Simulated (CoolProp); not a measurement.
Toluene along the isobar 43 bar: fugacity coefficient from the reference equation and from simpler models built on Tc = 591.7 K, pc = 41.26 bar, ω = 0.266; each cubic takes its own stable root.

Values from CoolProp's reference Helmholtz-energy equation of state, Lemmon 2006. It is a short technical equation, of lower accuracy than the large ones.

```json
[
 {"T (K)": "468.8", "phase": "liquid", "reference": "0.1583", "van der Waals": "0.3342", "Redlich-Kwong": "0.2147"},
 {"T (K)": "485.6", "phase": "liquid", "reference": "0.2044", "van der Waals": "0.3790", "Redlich-Kwong": "0.2647"},
 {"T (K)": "502.4", "phase": "liquid", "reference": "0.2573", "van der Waals": "0.4255", "Redlich-Kwong": "0.3195"},
 {"T (K)": "519.2", "phase": "liquid", "reference": "0.3169", "van der Waals": "0.4731", "Redlich-Kwong": "0.3783"},
 {"T (K)": "536", "phase": "liquid", "reference": "0.3823", "van der Waals": "0.5213", "Redlich-Kwong": "0.4402"},
 {"T (K)": "552.8", "phase": "liquid", "reference": "0.4525", "van der Waals": "0.5696", "Redlich-Kwong": "0.5037"},
 {"T (K)": "569.6", "phase": "liquid", "reference": "0.5259", "van der Waals": "0.6170", "Redlich-Kwong": "0.5672"},
 {"T (K)": "586.4", "phase": "liquid", "reference": "0.5998", "van der Waals": "0.6623", "Redlich-Kwong": "0.6281"},
 {"T (K)": "603.2", "phase": "supercritical", "reference": "0.6574", "van der Waals": "0.6991", "Redlich-Kwong": "0.6744"},
 {"T (K)": "620", "phase": "supercritical", "reference": "0.6920", "van der Waals": "0.7229", "Redlich-Kwong": "0.7035"}
]
```
